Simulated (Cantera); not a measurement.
Charge: 1 mol AlN, a varied amount of H2O, 96 mol H2, equilibrated at 948.15 K and 47.3 Torr.

Cantera equilibrium calculation (NASA polynomials, part measured and part estimated; ideal gas, pure solids and liquids). Candidate condensed phases: Al, AlN, Al2O3, H2O; 35 gas species. Rates play no part.

Task: At 2.7 mol H2O, list the 3 most abundant gas species with their mole fractions, and the condensed phases.

Result: H2 0.983, H2O 0.0121, N2 0.00504. Condensed: Al2O3(s).
